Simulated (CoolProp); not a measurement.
Methanol along the isotherm 63.55 °C: density (kg/m³) from the reference equation and from simpler models built on Tc = 240.2 °C, pc = 8.216 MPa, ω = 0.565; each cubic takes its own stable root.

Model: reference Helmholtz-energy equation of state, de Reuck 1993, in CoolProp.

```
p (MPa)   phase  reference  Redlich-Kwong  Soave-Redlich-Kwong  Peng-Robinson
-------  ------  ---------  -------------  -------------------  -------------
0.26     liquid      749.5          3.086                576.6          650.4
0.493    liquid      749.8          533.4                576.7          650.6
0.934    liquid      750.3          533.9                577.0          650.8
1.77     liquid      751.4          534.9                577.5          651.3
3.36     liquid      753.3          536.7                578.4          652.1
6.36     liquid      756.8          540.0                580.0          653.7
12.1     liquid      763.1          545.7                583.1          656.6
22.9     liquid      773.8          555.1                588.3          661.6
43.3     liquid      791.2          569.4                596.8          669.8
82.2     liquid      818.1          589.2                609.6          682.3
```

At some of these states Redlich-Kwong gives the other phase, because its saturation line lies elsewhere.
